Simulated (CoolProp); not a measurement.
Model: reference Helmholtz-energy equation of state, Lemmon 2000, in CoolProp. It is a pseudo-pure fit of the blend.

**Question.** For dry air, give the phase and the conductivity (mW/(m K)) at 544.45 °C and 4.24 bar; 445.25 °C and 3.92 bar; 99.75 °C and 0.108 bar.

**Answer.** 
- 544.45 °C and 4.24 bar: gas; conductivity 58.2
- 445.25 °C and 3.92 bar: gas; conductivity 52.8
- 99.75 °C and 0.108 bar: gas; conductivity 31.6

Thermal conductivity comes from a separate model (Lemmon 2004).
